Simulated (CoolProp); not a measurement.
Sulfur dioxide along the isobar 225 bar: fugacity coefficient from the reference equation and from simpler models built on Tc = 157.5 °C, pc = 78.87 bar, ω = 0.256; each cubic takes its own stable root.

The numbers come from the reference Helmholtz-energy equation of state, Gao 2016 in CoolProp.

```json
[
 {"T (°C)": "85.65", "phase": "liquid", "reference": "0.1083"},
 {"T (°C)": "106.45", "phase": "liquid", "reference": "0.1556"},
 {"T (°C)": "127.25", "phase": "liquid", "reference": "0.2118"},
 {"T (°C)": "147.95", "phase": "liquid", "reference": "0.2749"},
 {"T (°C)": "168.75", "phase": "supercritical", "reference": "0.3432"},
 {"T (°C)": "189.55", "phase": "supercritical", "reference": "0.4136"},
 {"T (°C)": "210.35", "phase": "supercritical", "reference": "0.4830"},
 {"T (°C)": "231.05", "phase": "supercritical", "reference": "0.5478"},
 {"T (°C)": "251.85", "phase": "supercritical", "reference": "0.6066"}
]
```

**Question.** How far does each simpler model (van der Waals, Soave-Redlich-Kwong) lie from the reference over these 9 states: mean and median of the absolute difference, and the worst?

**Answer.** 
- van der Waals: mean 29.8 %, median 14.7 %, worst +100.1 % at 85.65 °C and 225 bar
- Soave-Redlich-Kwong: mean 6.6 %, median 7.1 %, worst +7.6 % at 127.25 °C and 225 bar
